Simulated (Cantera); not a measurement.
Charge: 1 mol CS2, 4 mol H2O, 2.1 mol N2, at 1848.15 K and 32.0 bar.

Equilibrium computed with Cantera from the NASA thermochemical tables; the gas is ideal and each condensed phase is pure. Candidate condensed phases: C, C6H6, C7H8, C8H18, H2O, H2SO4, S; 150 gas species. The ideal-gas law is rough above about 30 bar. Kinetics and transport are ignored.

Base state: H2O 0.311, N2 0.274, H2S 0.117, H2 0.0905, CO 0.0684, S2 0.0616, CO2 0.0587, SO2 0.00924 (mole fractions); condensed: gas only.

### Question
What changes in the equilibrium state with this change: H2O from 4 to 2 mol?

### Answer
| species | before | after |
|---|---|---|
| N2 | 0.274 | 0.369 |
| H2S | 0.117 | 0.139 |
| H2O | 0.311 | 0.125 |
| CO | 0.0684 | 0.123 |
| S2 | 0.0616 | 0.0978 |
| CO2 | 0.0587 | 0.0452 |
| H2 | 0.0905 | 0.0851 |
| CS2 | 3.94e-5 | 0.000263 |
| SO2 | 0.00924 | 0.00213 |

### Question
What changes in the equilibrium state with this change: temperature from 1848.15 K to 2823 K?

### Answer
```tsv
species	before	after
N2	0.274	0.253
H2O	0.311	0.246
H2	0.0905	0.188
H2S	0.117	0.0305
SO	0.00108	0.0294
SH	0.00370	0.0266
SO2	0.00924	0.0313
CO2	0.0587	0.0189
CO	0.0684	0.101
S2	0.0616	0.0562
O	1.70e-9	5.78e-5
O2	2.57e-9	3.03e-5
NO	3.18e-7	0.000259
OH	7.14e-6	0.00255
H	2.82e-5	0.00679
```
